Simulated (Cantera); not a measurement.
A perfectly stirred reactor is fed with 70.4 % CH₄, 29.6 % H₂O, at 170000 Pa; it is held at 1798 K, and followed from long to short residence time.

Computed with Cantera and GRI-Mech 3.0 (53 species, 325 reactions). GRI-Mech 3.0 stops at C3 and has no aromatics, soot or wall deposition, so with more carbon than oxygen in the feed, carbon stays in small species such as C2H2 where larger ones or solid carbon would form.

Q: Predict: x(CH₄) at τ = 11.0 s; x(H₂O) at τ = 11.0 s; x(C₂H₄) at τ = 11.0 s; x(CH₂) at τ = 11.0 s; x(CH₄) at τ = 35.0 ms; x(H₂O) at τ = 35.0 ms; x(C₂H₄) at τ = 35.0 ms; x(CH₂) at τ = 35.0 ms.

A: 
```
Item                     Result
----------------------  -------
x(CH₄) at τ = 11.0 s     0.0201
x(H₂O) at τ = 11.0 s    0.00307
x(C₂H₄) at τ = 11.0 s   0.00274
x(CH₂) at τ = 11.0 s    4.78e-8
x(CH₄) at τ = 35.0 ms    0.0949
x(H₂O) at τ = 35.0 ms     0.143
x(C₂H₄) at τ = 35.0 ms  0.00406
x(CH₂) at τ = 35.0 ms   3.25e-7
```
